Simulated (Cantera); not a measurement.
A perfectly stirred reactor is fed with CH4 : O2 : N2 : H2O = 1 : 4.08 : 16.7 : 0.44 (molar parts), at 760 Torr; it is adiabatic with a 350 K inlet, and is followed from long to short residence time, starting on the burning branch (τ in s: 0.18, 0.049, 0.014, 0.0037, 0.001, 0.00028, 7.7e-05, 2.1e-05, 5.8e-06).

Cantera simulation using GRI-Mech 3.0 (53 species, 325 reactions); the numbers are that mechanism's predictions, not measurements.

### Question
What does this change do: inlet temperature 350 to 425 K?

### Answer
| quantity | before | after |
|---|---|---|
| blow-out, bracketed by the residence times tried | burning at 14.0 ms, out at 3.70 ms | burning at 3.70 ms, out at 1.00 ms |
| x(CH4) at τ = 0.180 s | 3.05e-5 | 2.17e-5 |
| x(O2) at τ = 0.180 s | 0.0937 | 0.0937 |
| x(H2O) at τ = 0.180 s | 0.110 | 0.110 |
| x(HCO) at τ = 0.180 s | 7.41e-9 | 7.03e-9 |
| x(CO) at τ = 0.180 s | 0.000304 | 0.000240 |
| x(CH4) at τ = 1.00 ms | 0.0450 | 0.0450 |
| x(O2) at τ = 1.00 ms | 0.184 | 0.184 |
| x(H2O) at τ = 1.00 ms | 0.0198 | 0.0198 |
| x(HCO) at τ = 1.00 ms | <1e-12 | <1e-12 |
| x(CO) at τ = 1.00 ms | <1e-12 | <1e-12 |

### Question
What does this change do: inlet temperature 350 to 550 K?

### Answer
```
quantity                                                                      before                                after
------------------------------------------------  ----------------------------------  -----------------------------------
blow-out, bracketed by the residence times tried  burning at 14.0 ms, out at 3.70 ms  burning at 1.00 ms, out at 0.280 ms
x(CH4) at τ = 0.180 s                                                        3.05e-5                              1.35e-5
x(O2) at τ = 0.180 s                                                          0.0937                               0.0936
x(H2O) at τ = 0.180 s                                                          0.110                                0.109
x(HCO) at τ = 0.180 s                                                        7.41e-9                              6.53e-9
x(CO) at τ = 0.180 s                                                        0.000304                             0.000184
x(CH4) at τ = 1.00 ms                                                         0.0450                             0.000525
x(O2) at τ = 1.00 ms                                                           0.184                               0.0977
x(H2O) at τ = 1.00 ms                                                         0.0198                                0.106
x(HCO) at τ = 1.00 ms                                                         <1e-12                              1.43e-6
x(CO) at τ = 1.00 ms                                                          <1e-12                              0.00743
```
